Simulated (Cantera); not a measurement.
A perfectly stirred reactor is fed with NH₃ : H₂ = 1 : 2 (molar parts), at 645 Torr; it is held at 1625 K, and followed from long to short residence time.

Cantera simulation using the gas-phase N/H chemistry of the illustrative SiF4/NH3 mechanism in the Surface Chemkin manual (1991); the numbers are that mechanism's predictions, not measurements. Walls and surfaces, which speed up NH3 decomposition in real reactors, are not modelled.

```tsv
quantity	before	after
x(NH₃) at τ = 2.10 s	0.281	0.00131
x(H₂) at τ = 2.10 s	0.699	0.868
x(NH) at τ = 2.10 s	1.97e-7	5.05e-6
x(N₂H₄) at τ = 2.10 s	3.38e-8	6.67e-11
x(NH₂) at τ = 2.10 s	4.39e-5	2.92e-5
x(NH₃) at τ = 47.0 ms	0.332	0.0303
x(H₂) at τ = 47.0 ms	0.668	0.853
x(NH) at τ = 47.0 ms	2.09e-7	2.38e-5
x(N₂H₄) at τ = 47.0 ms	4.26e-8	7.40e-9
x(NH₂) at τ = 47.0 ms	4.93e-5	0.000307
```

### Question
What was changed between the two runs?
A) H2 2 to 3.6 parts
B) temperature 1625 to 2223 K
C) NH3 1 to 2.6 parts
D) temperature 1625 to 1825 K

### Answer
B, temperature 1625 to 2223 K
